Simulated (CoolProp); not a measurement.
Saturation properties of ammonia (Tc = 405.6 K, pc = 11.36 MPa, ω = 0.256).

Computed with CoolProp (reference Helmholtz-energy equation of state, Gao 2020).

```
T (K)  p (MPa)  liquid cp (kJ/(kg K))  liquid viscosity (µPa s)
-----  -------  ---------------------  ------------------------
213.4  0.02220                  4.365                       389
228.2  0.05458                  4.421                       302
242.9   0.1179                  4.477                       244
257.6   0.2306                  4.536                       203
272.4   0.4173                  4.606                       172
287.1   0.7031                  4.694                       147
301.8    1.120                  4.813                       127
316.6    1.709                  4.976                       110
331.3    2.499                  5.207                      96.2
346      3.535                  5.551                      83.6
360.8    4.873                  6.122                      72.2
375.5    6.549                  7.240                      61.6
390.2    8.633                  10.49                      50.7
```

It boils at 239.8 K under 1 atm.

Viscosity comes from a separate model (Fenghour 1995).
